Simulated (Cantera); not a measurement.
A perfectly stirred reactor is fed with H2 : O2 : N2 = 0.11 : 1 : 0.22 (molar parts), at 0.0263 atm; it is held at 1075 K, and followed from long to short residence time.

Detailed kinetics in Cantera: the H2/O2 subset of GRI-Mech 3.0, which has no nitrogen chemistry. Radical loss at walls, strong at low pressure, is not modelled. The temperature is held fixed by assumption; the heat of reaction is taken as removed at once.

One state of this run: x H2 = 0.000579; x O2 = 0.740; x HO2 = 5.87e-6; x H2O2 = 2.97e-7; x H2O = 0.0851; x O = 0.00146; x OH = 0.000687. x: mole fraction; the columns are a selection and need not sum to one.

Which value of τ (s) does it belong to?
A) 0.39
B) 0.0062
C) 0.70
D) 0.066

A, 0.39
